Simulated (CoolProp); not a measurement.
Vapour pressure (kPa) of R1234yf: the reference equation beside estimates from Tc = 367.8 K, pc = 3384 kPa, ω = 0.276.

Values from CoolProp's reference Helmholtz-energy equation of state, Lemmon 2022.

| T (K) | reference | Soave-Redlich-Kwong | Peng-Robinson |
|---|---|---|---|
| 211.6 | 19.16 | 18.74 | (withheld) |
| 218.1 | (withheld) | 27.62 | 28.34 |
| 224.6 | 40.24 | 39.64 | (withheld) |
| 231.1 | 56.22 | 55.56 | 56.31 |
| 237.6 | 76.90 | 76.23 | 76.87 |
| 244.1 | 103.2 | 102.6 | 103.0 |
| 250.6 | 136.0 | 135.6 | 135.6 |
| 257.1 | 176.4 | 176.4 | 175.9 |
| 263.6 | 225.5 | 226.1 | 224.8 |
| 270.1 | 284.5 | 285.9 | 283.7 |
| 276.7 | 355.7 | 358.4 | 354.8 |
| 283.2 | 438.3 | 442.5 | 437.6 |
| 289.7 | 534.7 | 540.8 | (withheld) |
| 296.2 | 646.1 | (withheld) | 646.2 |
| 302.7 | 774.1 | 785.5 | 775.0 |

**Question.** Complete the blanks.

**Answer.** 
- 211.6, Peng-Robinson: 19.38
- 218.1, reference: 28.13
- 224.6, Peng-Robinson: 40.41
- 289.7, Peng-Robinson: 534.2
- 296.2, Soave-Redlich-Kwong: 654.7

Absolute difference from the reference over all 15 rows, mean and median: Soave-Redlich-Kwong 1.0 and 1.0 %, Peng-Robinson 0.3 and 0.3 %.
